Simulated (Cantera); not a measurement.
A freely propagating, adiabatic, planar premixed flame of CH4 : O2 : N2 = 1 : 1.43 : 5.37 (molar parts), unburnt at 400 K and 1.80 bar; unity-Lewis-number transport, grid criteria slope 0.08 and curve 0.16, no radiation.

Model: GRI-Mech 3.0 (53 species, 325 reactions), integrated in Cantera. Unity Lewis numbers drop preferential diffusion, which matters most where H2 and H carry the flame. Burning velocities carry a grid error of a few per cent, more on coarse grids.

x: mole fraction of selected species; z is measured from the peak of heat release.

```csv
z (mm),T (K),u (m/s),x CH4,x O2,x CH3,x C2H6,x C2H4,x H
-2.02,401,0.149,0.128,0.183,<1e-8,1.46e-6,1.61e-6,<1e-8
-1.34,409,0.152,0.128,0.182,2.71e-8,1.03e-5,1.13e-5,<1e-8
-1.01,441,0.164,0.125,0.179,1.35e-7,4.54e-5,4.99e-5,<1e-8
-0.672,608,0.228,0.113,0.162,1.65e-6,0.000239,0.000263,<1e-8
-0.336,1127,0.431,0.0694,0.105,9.56e-5,0.000859,0.000983,2.58e-6
-0.168,1520,0.593,0.0350,0.0585,0.000839,0.000931,0.00145,7.54e-5
0,1872,0.743,?,?,?,?,?,?
0.168,2005,0.800,0.00112,0.00275,0.000566,2.67e-6,4.61e-5,0.00206
0.336,2033,0.811,0.000384,0.000528,0.000175,2.28e-7,4.39e-6,0.00166
0.672,2045,0.816,0.000171,4.65e-5,4.81e-5,2.07e-8,5.24e-7,0.000937
1.34,2048,0.818,?,?,?,<1e-8,?,?
2.69,2048,0.818,4.87e-5,8.28e-7,6.43e-6,<1e-8,4.66e-8,0.000418
5.38,2048,0.818,1.23e-5,7.20e-7,1.55e-6,<1e-8,<1e-8,0.000399
```

What belongs in the gaps?


- 0, x CH4: 0.00750
- 0, x O2: 0.0169
- 0, x CH3: 0.00179
- 0, x C2H6: 0.000113
- 0, x C2H4: 0.000665
- 0, x H: 0.00108
- 1.34, x CH4: 9.90e-5
- 1.34, x O2: 3.37e-6
- 1.34, x CH3: 1.70e-5
- 1.34, x C2H4: 1.50e-7
- 1.34, x H: 0.000548
